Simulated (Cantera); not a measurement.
A closed system holds: 1 mol H2O, 0.052 mol SO2, 5.4 mol N2, held at 1.40 bar.

Method: chemical equilibrium by Gibbs-energy minimisation in Cantera with the NASA 1993 tables (ideal gas, pure condensed phases). Candidate condensed phases: H2O, H2SO4, S; 35 gas species. The numbers say what is thermodynamically allowed, not how fast it happens.

Problem. At 777 °C, list the 3 most abundant gas species with their mole fractions, and the condensed phases.

Solution. N2 0.837, H2O 0.155, SO2 0.00806. Condensed: gas only.
